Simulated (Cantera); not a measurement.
Input: 1 mol MgCO3, 1.4 mol CO2, 0.1 mol H2, equilibrated at 1223 K and 67000 Pa.

Method: chemical equilibrium by Gibbs-energy minimisation in Cantera with the NASA 1993 tables (ideal gas, pure condensed phases). Candidate condensed phases: C, C6H6, C7H8, C8H18, H2O, Mg, MgCO3, MgO, Mg(OH)2; 116 gas species. Equilibrium is a limit: real reactors are often held back by kinetics, nucleation or transport.

Task: What is the equilibrium state?

Result: 
| Quantity | Result |
|---|---|
| x(CO2) | 0.921 |
| x(CO) | 0.0389 |
| x(H2O) | 0.0389 |
| x(H2) | 0.00112 |
| n(MgO(s)) | 1.00 mol |
| gas amount | 2.500 mol |
| log10 activity of C(graphite) (absent) | -4.82 |
| log10 activity of Mg(l) (absent) | -13.81 |
